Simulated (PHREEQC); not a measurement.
Dissolve 0.01 mol/kgw TMAH and 0.00087 mol/kgw Na3PO4 at 53 °C. Closed to the air; pH follows from the charge balance.

Model: ion-association model, wateq4f.dat, run in PHREEQC.

```json
[
 {"quantity": "pH", "before": "11.18", "after": "12.31"},
 {"quantity": "HPO4-2 (mol/kgw)", "before": "0.000719", "after": "0.000372"},
 {"quantity": "PO4-3 (mol/kgw)", "before": "0.000149", "after": "0.000497"},
 {"quantity": "NaHPO4- (mol/kgw)", "before": "2.24e-6", "after": "1.19e-6"},
 {"quantity": "H2PO4- (mol/kgw)", "before": "4.65e-8", "after": "2.20e-9"}
]
```

Problem. What was changed between the two runs?
A) temperature from 53 to 15 °C
B) TMAH replaced by (CH3)4NF at the same molality
C) Na3PO4 from 0.00087 to 0.00174 mol/kgw
D) 0.0024 mol/kgw CO2 added

Solution. A, temperature from 53 to 15 °C

Precipitation was switched off in this run. (CH3)4N+ isn't in the database: it is added as a free cation with an ion size of 4 Å. H3PO4, which wateq4f.dat lacks, is added to it with the constant of phreeqc.dat. Away from 25 °C the constants follow the database's enthalpies or fits; those with neither stay at their 25 °C values.
